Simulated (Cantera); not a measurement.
What does this Cantera script print?

```python
import numpy as np
import cantera as ct

gas_names = """
    C CH CH2 CH3 CH2OH CH3O CH4 CH3OH CN CO CO2 COOH C2 C2H CHCO,ketyl C2H2,acetylene C2H2,vinylidene
    CH2CO,ketene C2H3,vinyl CH3CN CH3CO,acetyl C2H4 C2H4O,ethylen CH3CHO,ethanal CH3COOH (HCOOH)2 C2H5
    C2H6 CH3OCH3 C2H5OH CCN CNC C2N2 C2O C3 C3H3,propargyl C3H4,allene C3H4,propyne C3H4,cyclo-
    C3H5,allyl C3H6,propylene C3H6,cyclo- C3H6O C3H7,n-propyl C3H7,i-propyl C3H8 C3H8O,1propanol
    C3H8O,2propanol C3O2 C4 C4H2 C4H4,1,3-cyclo- C4H6,butadiene C4H6,2-butyne C4H6,cyclo- C4H8,1-butene
    C4H8,cis2-buten C4H8,tr2-butene C4H8,isobutene C4H8,cyclo- (CH3COOH)2 C4H9,n-butyl C4H9,i-butyl
    C4H9,s-butyl C4H9,t-butyl C4H10,isobutane C4H10,n-butane C4N2 C5 C5H6,1,3cyclo- C5H8,cyclo-
    C5H10,1-pentene C5H10,cyclo- C5H11,pentyl C5H11,t-pentyl C5H12,n-pentane C5H12,i-pentane
    CH3C(CH3)2CH3 C6H2 C6H5,phenyl C6H5O,phenoxy C6H6 C6H5OH,phenol C6H10,cyclo- C6H12,1-hexene
    C6H12,cyclo- C6H13,n-hexyl C7H7,benzyl C7H8 C7H8O,cresol C7H14,1-heptene C7H15,n-heptyl
    C7H16,n-heptane C8H8,styrene C8H10,ethylbenz C8H16,1-octene C8H17,n-octyl C8H18,isooctane
    C8H18,n-octane C9H19,n-nonyl C10H8,naphthale C10H21,n-decyl C12H9,o-bipheny C12H10,bipheny Fe FeC5O5
    FeO Fe(OH)2 H HCN HCO HCCN HNC HNCO HNO HNO2 HNO3 HO2 H2 HCHO,formaldehy HCOOH H2O H2O2 N NCO NH NH2
    NH3 NH2OH NO NO2 NO3 N2 N2H2 N2H4 N2O O OH O2 O3
""".split()
cond_names = """
    C(gr) C6H6(L) C7H8(L) C8H18(L),n-octa Fe(a) Fe(c) Fe(d) Fe(L) FeC5O5(L) FeO(s) FeO(L) Fe(OH)2(s)
    Fe(OH)3(s) Fe2O3(s) Fe3O4(s) H2O(s) H2O(L)
""".split()


def load(file, names, dense=False):
    # The tables refer to 1 bar. Condensed volumes are neglected.
    table = {s.name: s for s in ct.Species.list_from_file(file)}
    out = []
    for n in names:
        d = dict(table[n].input_data)
        d["thermo"] = dict(d["thermo"], **{"reference-pressure": 1e5})
        if dense:
            d["equation-of-state"] = {"model": "constant-volume", "density": "1e6 g/cm^3"}
        out.append(ct.Species.from_dict(d))
    return out


gas = ct.Solution(thermo="ideal-gas", species=load("nasa_gas.yaml", gas_names))
cond = {s.name: ct.Solution(thermo="fixed-stoichiometry", species=[s], name=s.name)
        for s in load("nasa_condensed.yaml", cond_names, dense=True)}
atoms = {
    'Fe3O4': {'Fe': 3, 'O': 4},
    'CH4': {'C': 1, 'H': 4},
    'N2': {'N': 2},
}
top_T = {'C(gr)': 4500, 'Fe2O3(s)': 1830, 'Fe3O4(s)': 1870}  # K; cautious upper limits of use, not melting points


def equilibrate(T, P, feed):
    n = {}
    for name, mol in feed.items():
        for a, k in atoms[name].items():
            n[a] = n.get(a, 0.0) + k * mol
    gas.TPX = T, P, n
    mass = sum(n.values()) * gas.mean_molecular_weight
    gas.equilibrate("TP")
    valid = [c for c in cond.values() if c.min_temp <= T <= top_T.get(c.name, c.max_temp)]
    mix = ct.Mixture([(gas, mass / gas.mean_molecular_weight)] + [(c, 0.0) for c in valid])
    mix.T, mix.P = T, P
    mix.equilibrate("TP", solver="vcs", rtol=1e-11, max_steps=5000)
    return mix


results = []
feed = {'Fe3O4': 1, 'CH4': 5.8, 'N2': 14}  # mol
P = 990  # Pa
for T in [850, 1000, 1150, 1300, 1450, 1600, 1750, 1900, 2050, 2200]:
    mix = equilibrate(T, P, feed)
    results.append((T, P, feed, dict(zip(mix.species_names, mix.species_moles))))
    x = sorted(zip(gas.X, gas.species_names), reverse=True)
    print(f"T = {T:g} K  P = {P:g} Pa  gas = {mix.phase_moles(0):.4g} mol")
    print("   x: " + "  ".join(f"{s} {v:.3e}" for v, s in x if v > 0.0001))
    print("   condensed (mol): " + ("  ".join(f"{mix.phase(i).name} {mix.phase_moles(i):.4g}"
          for i in range(1, mix.n_phases) if mix.phase_moles(i) > 1e-12) or "none"))
```

It prints:

```
T = 850 K  P = 990 Pa  gas = 29.37 mol
   x: N2 4.766e-01  H2 3.896e-01  CO 1.260e-01  H2O 3.428e-03  CO2 3.385e-03  CH4 9.351e-04
   condensed (mol): C(gr) 1.973  Fe(a) 3
T = 1000 K  P = 990 Pa  gas = 29.59 mol
   x: N2 4.732e-01  H2 3.916e-01  CO 1.348e-01  H2O 2.065e-04  CH4 1.449e-04  CO2 1.020e-04
   condensed (mol): C(gr) 1.805  Fe(a) 3
T = 1150 K  P = 990 Pa  gas = 29.6 mol
   x: N2 4.730e-01  H2 3.918e-01  CO 1.351e-01
   condensed (mol): C(gr) 1.799  Fe(a) 3
T = 1300 K  P = 990 Pa  gas = 29.6 mol
   x: N2 4.729e-01  H2 3.918e-01  CO 1.351e-01
   condensed (mol): C(gr) 1.797  Fe(c) 3
T = 1450 K  P = 990 Pa  gas = 29.6 mol
   x: N2 4.728e-01  H2 3.917e-01  CO 1.351e-01  HCN 3.158e-04
   condensed (mol): C(gr) 1.79  Fe(c) 3
T = 1600 K  P = 990 Pa  gas = 29.61 mol
   x: N2 4.724e-01  H2 3.911e-01  CO 1.351e-01  HCN 8.798e-04  H 3.417e-04  Fe 1.108e-04
   condensed (mol): C(gr) 1.773  Fe(c) 2.997
T = 1750 K  P = 990 Pa  gas = 29.66 mol
   x: N2 4.709e-01  H2 3.892e-01  CO 1.348e-01  HCN 2.046e-03  H 1.458e-03  Fe 1.408e-03
   condensed (mol): C(gr) 1.735  Fe(d) 2.958
T = 1900 K  P = 990 Pa  gas = 30.01 mol
   x: N2 4.643e-01  H2 3.818e-01  CO 1.333e-01  Fe 1.126e-02  H 4.928e-03  HCN 4.101e-03  HNC 1.925e-04  C2H2,acetylene 1.458e-04
   condensed (mol): C(gr) 1.662  Fe(L) 2.662
T = 2050 K  P = 990 Pa  gas = 31.84 mol
   x: N2 4.359e-01  H2 3.534e-01  CO 1.256e-01  Fe 6.365e-02  H 1.355e-02  HCN 7.012e-03  HNC 4.354e-04  C2H2,acetylene 3.752e-04
   condensed (mol): C(gr) 1.539  Fe(L) 0.9733
T = 2200 K  P = 990 Pa  gas = 33.14 mol
   x: N2 4.165e-01  H2 3.270e-01  CO 1.207e-01  Fe 9.053e-02  H 3.237e-02  HCN 1.112e-02  HNC 8.785e-04  C2H2,acetylene 8.381e-04
   condensed (mol): C(gr) 1.345
```

These are equilibrium values from Cantera (NASA tables, ideal gas, pure condensed phases), not measurements of a reactor. Iron dissolves carbon and melts from about 1420 K in contact with it, which pure phases cannot show. Condensed phases not in the tables: cementite and carbon dissolved in iron.
